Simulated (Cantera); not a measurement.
# Aluminium nitride and oxide growth: AlCl3 + H2O + N2

Charge: 1 mol AlCl3, 0.92 mol H2O, 1.3 mol N2, held at 0.133 bar.

Cantera equilibrium calculation (NASA polynomials, part measured and part estimated; ideal gas, pure solids and liquids). Candidate condensed phases: Al, AlCl3, AlN, Al2O3, H2O, NH4Cl; 45 gas species. The tables' values for AlCl2 are old estimates; treat these amounts as uncertain. Rates play no part.

```json
[
 {"T (K)": "1200", "x HCl": "0.522", "x N2": "0.369", "x AlCl3": "0.110", "x Cl": "4.29e-5", "x H2": "3.24e-5", "x H2O": "1.31e-5", "x AlCl2": "1.19e-7", "n Al2O3(s)": "0.307"},
 {"T (K)": "1275", "x HCl": "0.522", "x N2": "0.369", "x AlCl3": "0.110", "x Cl": "0.000107", "x H2": "6.92e-5", "x H2O": "2.43e-5", "x AlCl2": "5.79e-7", "n Al2O3(s)": "0.307"},
 {"T (K)": "1350", "x HCl": "0.521", "x N2": "0.369", "x AlCl3": "0.110", "x Cl": "0.000240", "x H2": "0.000140", "x H2O": "4.18e-5", "x AlCl2": "2.40e-6", "n Al2O3(s)": "0.307"},
 {"T (K)": "1425", "x HCl": "0.521", "x N2": "0.369", "x AlCl3": "0.110", "x Cl": "0.000488", "x H2": "0.000267", "x H2O": "6.76e-5", "x AlCl2": "8.61e-6", "n Al2O3(s)": "0.307"},
 {"T (K)": "1500", "x HCl": "0.520", "x N2": "0.368", "x AlCl3": "0.110", "x Cl": "0.000923", "x H2": "0.000480", "x H2O": "0.000104", "x AlCl2": "2.72e-5", "n Al2O3(s)": "0.307"},
 {"T (K)": "1575", "x HCl": "0.519", "x N2": "0.368", "x AlCl3": "0.110", "x Cl": "0.00164", "x H2": "0.000820", "x H2O": "0.000152", "x AlCl2": "7.72e-5", "n Al2O3(s)": "0.306"},
 {"T (K)": "1650", "x HCl": "0.518", "x N2": "0.368", "x AlCl3": "0.109", "x Cl": "0.00277", "x H2": "0.00133", "x H2O": "0.000215", "x AlCl2": "0.000198", "n Al2O3(s)": "0.306"}
]
```
x: gas mole fraction; n: condensed amount in mol.

From 1200 K to 1650 K the condensed part is Al2O3(s). The main Al-bearing gas is AlCl3 throughout.
